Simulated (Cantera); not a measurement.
A closed system holds: 1 mol SiH2Cl2, 2.9 mol CH4, 240 mol H2, 0.037 mol C2H4, held at 500 Pa.

These are equilibrium values from Cantera (NASA tables, ideal gas, pure condensed phases), not measurements of a reactor. Candidate condensed phases: C, C6H6, C7H8, C8H18, Si, SiC; 109 gas species. Gases not in the tables: Si2H6 and higher silanes. Kinetics and transport are ignored.

Which condensed phases are stable at each of these points (T (K)): 1375, 1475, 1575, 1675, 1775, 1875, 1975, 2075, 2175, 2275, 2375, 2475?


```tsv
T (K)	condensed phases	Si condensed (%)
1375	C(graphite) + SiC(s)	100.0
1475	C(graphite) + SiC(s)	100.0
1575	C(graphite) + SiC(s)	99.9
1675	C(graphite) + SiC(s)	99.9
1775	C(graphite) + SiC(s)	99.6
1875	C(graphite) + SiC(s)	98.1
1975	C(graphite) + SiC(s)	90.3
2075	C(graphite) + SiC(s)	55.7
2175	C(graphite)	0.0
2275	C(graphite)	0.0
2375	gas only	0.0
2475	gas only	0.0
```

From 1375 K to 2075 K the condensed part is C(graphite) + SiC(s). From 2175 K to 2275 K the condensed part is C(graphite). From 2375 K to 2475 K nothing is condensed.
